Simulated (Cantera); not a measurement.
Cantera run:

```python
import numpy as np
import cantera as ct

gas_names = [...]  # 115 gases of nasa_gas.yaml made of C, Ca, H, O
cond_names = """
    C(gr) C6H6(L) C7H8(L) C8H18(L),n-octa Ca(a) Ca(b) Ca(L) CaCO3(caL) CaO(s) CaO(L) CaO2H2(s) H2O(s)
    H2O(L)
""".split()


# ... load() reads the species with a 1 bar reference pressure and builds the phases ...
atoms = {
    'Ca(OH)2': {'Ca': 1, 'O': 2, 'H': 2},
    'CO2': {'C': 1, 'O': 2},
    'H2': {'H': 2},
}
top_T = {'C(gr)': 4500}  # K; cautious upper limits of use, not melting points


# ... equilibrate(T, P, feed) seeds the gas with the atoms and calls Mixture.equilibrate('TP', solver="vcs", rtol=1e-11, max_steps=5000) ...
results = []
feed = {'Ca(OH)2': 1, 'CO2': 0.5, 'H2': 0.52}  # mol
T = 1025  # K
P = 75000  # Pa
mix = equilibrate(T, P, feed)
results.append((T, P, feed, dict(zip(mix.species_names, mix.species_moles))))
x = sorted(zip(gas.X, gas.species_names), reverse=True)
print(f"T = {T:g} K  P = {P:g} Pa  gas = {mix.phase_moles(0):.4g} mol")
print("   x: " + "  ".join(f"{s} {v:.3e}" for v, s in x if v > 1e-06))
print("   condensed (mol): " + ("  ".join(f"{mix.phase(i).name} {mix.phase_moles(i):.4g}"
      for i in range(1, mix.n_phases) if mix.phase_moles(i) > 1e-12) or "none"))
```

It prints:

```
T = 1025 K  P = 75000 Pa  gas = 1.809 mol
   x: H2O 5.919e-01  H2 2.483e-01  CO2 1.207e-01  CO 3.906e-02  CH4 1.109e-05
   condensed (mol): CaCO3(caL) 0.211  CaO(s) 0.789
```

Equilibrium computed with Cantera from the NASA thermochemical tables; the gas is ideal and each condensed phase is pure. Mutual solubility and eutectic melting of coexisting phases are not modelled.
